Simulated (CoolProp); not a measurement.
Vapour-liquid equilibrium of fluoroethane (R161) (1) + R134a (2) at 1.27 bar; x and y are mole fractions of (1).

Values from CoolProp's multi-fluid Helmholtz-energy mixture model, Wu 2012 and Tillner-Roth 1994; pair parameters Bell 2016.

Give the bubble temperature and the first vapour's composition at x = 0.45, 0.65, 0.75. Is there an azeotrope?

x = 0.45: -25.9 °C, y = 0.563; x = 0.65: -28.3 °C, y = 0.758; x = 0.75: -29.5 °C, y = 0.840. No azeotrope shows between x = 0.05 and 0.95.

The pair parameters rest on a limited set of measurements; away from them the model extrapolates.
